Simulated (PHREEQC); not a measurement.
## Buffer: an equilibrium model

Dissolve 0.9 mol/kgw HF and 0.0006 mol/kgw KOH at 20 °C. Closed to the air; pH follows from the charge balance.

The numbers come from PHREEQC with the ion-association model, phreeqc.dat.

Each row changes one thing in this solution. Precipitation was switched off in this run.

| case | pH | ionic strength (mol/kgw) | HF (mol/kgw) | HF2- (mol/kgw) | F- (mol/kgw) |
|---|---|---|---|---|---|
| as made | 1.31 | 0.0587 | 0.798 | 0.0437 | 0.0149 |
| diluted 5-fold with water | 1.86 | 0.0153 | 0.159 | 0.00565 | 0.00966 |
| HF from 0.9 to 0.18 mol/kgw | 1.87 | 0.0155 | 0.159 | 0.00573 | 0.00981 |
| temperature from 20 to 60 °C | 1.43 | [?] | 0.822 | 0.0343 | 0.00950 |
| HF replaced by NH4F at the same molality | 6.80 | 0.900 | 9.38e-5 | 0.000290 | 0.899 |
| KOH replaced by KF at the same molality | 1.31 | 0.0587 | 0.798 | [?] | 0.0149 |
| HF from 0.9 to 0.81 mol/kgw | 1.35 | 0.0532 | 0.718 | 0.0386 | 0.0146 |

### Question
Fill in the missing entries.

### Answer

- temperature from 20 to 60 °C, ionic strength (mol/kgw): 0.0438
- KOH replaced by KF at the same molality, HF2- (mol/kgw): 0.0438

The ionic strength passes 0.7 mol/kgw, the rough limit of the ion-association models, in HF replaced by NH4F at the same molality. Species that the database lacks are ignored. Away from 25 °C the constants follow the database's enthalpies or fits; those with neither stay at their 25 °C values.
